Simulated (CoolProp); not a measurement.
Vapour-liquid equilibrium of R152A (1) + R227EA (2) at 0.00273 MPa; x and y are mole fractions of (1).

The numbers come from the multi-fluid Helmholtz-energy mixture model, Outcalt 1996 and Lemmon 2016; pair parameters Bell 2016 in CoolProp.

Question: Give the bubble temperature and the first vapour's composition at x = 0.05, 0.2, 0.5. Is there an azeotrope?

Answer: x = 0.05: 196.2 K, y = 0.072; x = 0.2: 195.1 K, y = 0.303; x = 0.5: 192.4 K, y = 0.664. No azeotrope shows between x = 0.05 and 0.95.

The pair parameters rest on a limited set of measurements; away from them the model extrapolates. The gap from Raoult's law changes sign with composition, which may be real or a fault of the pair parameters; it wasn't checked against measurements.
